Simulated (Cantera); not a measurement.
What does this Cantera script print?

```python
import numpy as np
import cantera as ct

gas = ct.Solution("gri30.yaml")
gas.TPX = 1375, 390000, {'CO': 0.002, 'O2': 0.04, 'H2O': 0.0003, 'N2': 1}
inlet = ct.Reservoir(gas, clone=True)

reactor = ct.IdealGasConstPressureReactor(gas, energy="off", clone=False)
exhaust = ct.Reservoir(gas, clone=True)
tau = [15, 4.3, 1.2, 0.36, 0.1, 0.03, 0.0086, 0.0025][0]
for a, b in ((inlet, reactor), (reactor, exhaust)):
    ct.MassFlowController(a, b, mdot=lambda t: reactor.mass / tau)
net = ct.ReactorNet([reactor])
show = ['CO', 'O2', 'H2O', 'NO', 'NO2', 'N2O', 'HO2']

rows = []
print(f"{'tau/s':>10s}{'T/K':>9s}" + "".join(f"{s:>11s}" for s in show))
for tau in [15, 4.3, 1.2, 0.36, 0.1, 0.03, 0.0086, 0.0025]:
    net.initial_time = 0.0
    net.advance(30 * tau)
    before = gas.X
    net.advance(40 * tau)
    drift = np.max(np.abs(gas.X - before) / (gas.X + 1e-9))
    rows.append([gas.T, *gas[show].X, drift])
    print(f"{tau:10.3e}{gas.T:9.1f}" + "".join(f"{x:11.3e}" for x in gas[show].X))
```

It prints:

```
     tau/s      T/K         CO         O2        H2O         NO        NO2        N2O        HO2
 1.500e+01   1375.0  6.404e-06  3.745e-02  2.872e-04  1.624e-06  4.590e-08  4.014e-07  2.943e-08
 4.300e+00   1375.0  1.638e-05  3.746e-02  2.869e-04  1.756e-06  6.536e-08  7.708e-07  6.742e-08
 1.200e+00   1375.0  4.257e-05  3.747e-02  2.864e-04  1.906e-06  8.509e-08  1.449e-06  1.503e-07
 3.600e-01   1375.0  1.031e-04  3.750e-02  2.858e-04  1.905e-06  9.139e-08  2.377e-06  2.992e-07
 1.000e-01   1375.0  2.516e-04  3.756e-02  2.848e-04  1.534e-06  7.212e-08  3.252e-06  5.625e-07
 3.000e-02   1375.0  5.334e-04  3.769e-02  2.837e-04  8.943e-07  3.886e-08  3.298e-06  9.055e-07
 8.600e-03   1375.0  9.996e-04  3.791e-02  2.824e-04  3.140e-07  1.241e-08  2.386e-06  1.282e-06
 2.500e-03   1375.0  1.503e-03  3.815e-02  2.820e-04  5.335e-08  1.980e-09  1.108e-06  1.492e-06
```

Computed with Cantera and GRI-Mech 3.0 (53 species, 325 reactions).
